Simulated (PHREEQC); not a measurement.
PHREEQC input (ion-association model, wateq4f.dat):

```
SOLUTION_MASTER_SPECIES
  An  An-  0  An  62.0  # stands for a non-complexing anion
SOLUTION_SPECIES
  An- = An-
    -log_k 0
    -gamma 3.0 0
PHASES
  Fix_H+
    H+ = H+
    -log_k 0
SOLUTION 1
  temp 25
  units mmol/kgw
  pH 7 charge
  Cl 0.0146
  Ca 0.0073
  Na 100
  An 100
END
SELECTED_OUTPUT 1
  -reset false
  -pH true
  -pe true
  -ionic_strength true
  -water true
  -totals Ca Cl Na
  -molalities Hfo_wOH Hfo_wOH2+ Hfo_wO- Hfo_sOH Hfo_sOH2+ Hfo_sO- Hfo_sOHCa+2 Hfo_wOCa+
  -saturation_indices Portlandite Halite
USER_PUNCH 1
  -headings sigma psi
  10 PUNCH EDL("sigma", "Hfo"), EDL("psi", "Hfo")
PRINT
  -reset false
USE solution 1
SURFACE 1
  Hfo_wOH 2.92135e-05 600 0.013
  Hfo_sOH 7.30337e-07
EQUILIBRIUM_PHASES 1
  Fix_H+ -4 HAn 10
    -force_equality true
  O2(g) -0.68 10
END
# ... the last block is repeated for the other 12 points of pH, with NaOH or the acid as the point needs
```

Selected output (columns that matter, 13 of 13 rows; pH added in front):

```
pH	mu	Ca	Na	m_Hfo_wOH	m_Hfo_wOH2+	m_Hfo_wO-	m_Hfo_sOH	m_Hfo_sOH2+	m_Hfo_sO-	m_Hfo_sOHCa+2	si_Portlandite	si_Halite	sigma	psi
4	0.10016	7.3e-06	0.1	3.8976e-06	2.5302e-05	1.3754e-08	9.7439e-08	6.3255e-07	3.4385e-10	2.874e-13	-20.348	-7.641	0.32066	0.14657
4.5	0.10007	7.3e-06	0.1	7.6037e-06	2.1548e-05	6.1466e-08	1.9009e-07	5.3871e-07	1.5367e-09	1.0687e-12	-19.348	-7.6409	0.27246	0.13828
5	0.10004	7.3e-06	0.1	1.1912e-05	1.7112e-05	1.8997e-07	2.978e-07	4.2779e-07	4.7491e-09	4.3023e-12	-18.348	-7.6409	0.21457	0.12616
5.5	0.10003	7.3e-06	0.1	1.581e-05	1.2962e-05	4.4177e-07	3.9524e-07	3.2403e-07	1.1044e-08	1.86e-11	-17.348	-7.6409	0.15876	0.11099
6	0.10003	7.2999e-06	0.1	1.8755e-05	9.6207e-06	8.3761e-07	4.6882e-07	2.4049e-07	2.0938e-08	8.6369e-11	-16.348	-7.6409	0.11137	0.093462
6.5	0.10003	7.2995e-06	0.1	2.067e-05	7.1797e-06	1.3633e-06	5.1645e-07	1.7938e-07	3.4063e-08	4.3622e-10	-15.348	-7.6409	0.073763	0.0739
7	0.10002	7.2975e-06	0.1	2.1744e-05	5.5e-06	1.9693e-06	5.418e-07	1.3704e-07	4.907e-08	2.4261e-09	-14.348	-7.6409	0.044827	0.05247
7.5	0.10002	7.2845e-06	0.1	2.2254e-05	4.3522e-06	2.6068e-06	5.4526e-07	1.0664e-07	6.3871e-08	1.4571e-08	-13.349	-7.6409	0.022493	0.029501
8	0.10002	7.2102e-06	0.1	2.2418e-05	3.4778e-06	3.3105e-06	4.9709e-07	7.7115e-08	7.3405e-08	8.273e-08	-12.353	-7.6409	0.0042507	0.0058737
8.5	0.10003	6.9429e-06	0.10001	2.2234e-05	2.6434e-06	4.2842e-06	3.2419e-07	3.8543e-08	6.2467e-08	3.0514e-07	-11.37	-7.6409	-0.012401	-0.016868
9	0.10003	6.4055e-06	0.10002	2.135e-05	1.8325e-06	5.6985e-06	1.2425e-07	1.0664e-08	3.3162e-08	5.6227e-07	-10.405	-7.6408	-0.030083	-0.038075
9.5	0.10006	5.1299e-06	0.10005	1.8835e-05	1.0371e-06	7.8362e-06	4.4579e-08	2.4546e-09	1.8547e-08	6.6476e-07	-9.5011	-7.6407	-0.049241	-0.056249
10	0.10015	2.995e-06	0.10015	1.4265e-05	4.2777e-07	1.0898e-05	2.6468e-08	7.9368e-10	2.0221e-08	6.8285e-07	-8.7352	-7.6404	-0.068066	-0.070214
```
